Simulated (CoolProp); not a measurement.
1,2-dichloroethane along the isotherm 226.85 °C: Z from the reference equation and from simpler models built on Tc = 288.4 °C, pc = 5226 kPa, ω = 0.269; each cubic takes its own stable root.

Values from CoolProp's reference Helmholtz-energy equation of state, Thol 2015.

```
p (kPa)   phase  reference  van der Waals  Redlich-Kwong  Soave-Redlich-Kwong  Peng-Robinson
-------  ------  ---------  -------------  -------------  -------------------  -------------
2900     liquid    0.07906         0.7056         0.1011              0.09538        0.08419
5810     liquid     0.1545         0.2553         0.1901                  [?]         0.1615
8710     liquid     0.2271         0.3639         0.2732               0.2643         0.2345
11600    liquid     0.2977         0.4681         0.3523               0.3426            [?]
14500    liquid     0.3669         0.5698         0.4291               0.4188         0.3726
17400    liquid     0.4349         0.6692            [?]               0.4930         0.4391
20300    liquid     0.5019         0.7668         0.5767               0.5657         0.5042
23200    liquid     0.5679         0.8629         0.6483               0.6370         0.5682
26100    liquid     0.6331         0.9577         0.7187                  [?]         0.6313
```

Q: Fill in the missing entries.

A: 
- 5810, Soave-Redlich-Kwong: 0.1824
- 11600, Peng-Robinson: 0.3045
- 17400, Redlich-Kwong: 0.5037
- 26100, Soave-Redlich-Kwong: 0.7072

At some of these states van der Waals gives the other phase, because its saturation line lies elsewhere.
